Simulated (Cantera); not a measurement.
A closed system holds: 1 mol Nb, 13 mol N2O, 24 mol N2, equilibrated at 2675 K and 2.90 mbar.

Cantera equilibrium calculation (NASA polynomials, part measured and part estimated; ideal gas, pure solids and liquids). The numbers say what is thermodynamically allowed, not how fast it happens.

```csv
species,before,after
N2,0.788,0.875
O2,0.0463,0.124
NO,0.0144,0.000762
O,0.130,1.28e-5
NbO2,0.0214,<1e-9
NbO,9.81e-5,<1e-9
N,2.19e-5,<1e-9
"Nb2O5(s), mol",0,0.500
```
Gas species are given as mole fractions.

### Question
Which change was made?
(A) temperature from 2675 K to 1448.15 K
(B) pressure from 2.90 mbar to 0.920 Pa
(C) N2 from 24 to 60 mol
(D) N2 from 24 to 76 mol

### Answer
A, temperature from 2675 K to 1448.15 K. Condensed phases not in the tables: the oxides between NbO2 and Nb2O5
